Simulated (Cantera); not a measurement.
Low-pressure radical oxidation in H2/O2

An isothermal, constant-pressure homogeneous reactor starts with H2 : O2 : N2 = 0.011 : 1 : 3 (molar parts), at 1300 K and 0.0240 bar.

Detailed kinetics in Cantera: the H2/O2 subset of GRI-Mech 3.0, which has no nitrogen chemistry. Radical loss at walls, strong at low pressure, is not modelled.

```tsv
t (s)	x H2	x O2	x O	x HO2	x H
4.00e-5	0.00274	0.249	6.86e-11	2.59e-10	1.92e-10
0.000100	0.00274	0.249	3.31e-10	6.48e-10	3.37e-10
0.000250	0.00274	0.249	1.33e-9	1.62e-9	5.12e-10
0.000626	0.00274	0.249	5.12e-9	4.06e-9	9.54e-10
0.00157	0.00274	0.249	2.82e-8	1.02e-8	3.46e-9
0.00392	0.00274	0.249	5.89e-7	2.70e-8	6.36e-8
0.00980	0.00199	0.249	0.000501	4.64e-7	5.84e-5
0.0245	1.25e-5	0.247	0.00228	3.07e-7	9.83e-5
0.0613	1.06e-5	0.247	0.00203	2.89e-7	8.18e-5
0.153	8.20e-6	0.247	0.00155	2.54e-7	5.49e-5
0.383	4.78e-6	0.248	0.000892	1.92e-7	2.41e-5
0.959	1.87e-6	0.248	0.000345	1.13e-7	5.84e-6
2.40	5.10e-7	0.248	9.34e-5	4.84e-8	8.26e-7
6.00	1.17e-7	0.248	2.14e-5	1.63e-8	9.10e-8
```
x: mole fraction; the columns are a selection and need not sum to one.

Equilibrium at this temperature and pressure: H2 3.11e-9, O2 0.248, O 5.73e-7, HO2 2.77e-9, H 4.01e-10 (gas phase only).
